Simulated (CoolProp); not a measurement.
C3F8 (R218) at 406.14 K and 0.818 MPa is compressed adiabatically to 2.15 MPa with isentropic efficiency 0.7. Each further row changes one setting.

The numbers come from the reference Helmholtz-energy equation of state, Lemmon 2006 in CoolProp. It is a short technical equation, of lower accuracy than the large ones.

```json
[
 {"case": "as stated", "work (kJ/kg)": "23.2", "final temperature (K)": "436.3", "final density (kg/m³)": "126"},
 {"case": "efficiency 1", "work (kJ/kg)": "16.3", "final temperature (K)": "429.5", "final density (kg/m³)": "130"},
 {"case": "efficiency 0.65", "work (kJ/kg)": "25.0", "final temperature (K)": "438.0", "final density (kg/m³)": "126"}
]
```
